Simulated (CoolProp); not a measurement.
Vapour pressure (kPa) of oxygen: the reference equation beside estimates from Tc = 154.6 K, pc = 5046 kPa, ω = 0.022.

Model: reference Helmholtz-energy equation of state, Schmidt 1985, in CoolProp.

```tsv
T (K)	reference	Lee-Kesler	van der Waals	Redlich-Kwong
93	134.7	133.5	445.0	106.2
97	195.8	194.7	564.7	162.8
101.1	278.3	277.4	708.3	241.7
105.1	381.4	380.9	869.9	343.0
109.2	514.0	514.0	1059	475.9
113.2	673.3	673.8	1268	637.9
117.3	871.1	871.9	1507	841.0
121.3	1101	1102	1767	1079
125.3	1373	1373	2054	1360
129.4	1697	1697	2377	1697
133.4	2064	2062	2721	2076
137.5	2495	2492	3103	2520
141.5	2975	2971	3507	3011
145.6	3534	3531	3952	3575
```

Absolute difference from the reference over all 14 rows, mean and median: Lee-Kesler 0.2 and 0.1 %, van der Waals 86.1 and 66.7 %, Redlich-Kwong 6.0 and 2.7 %.
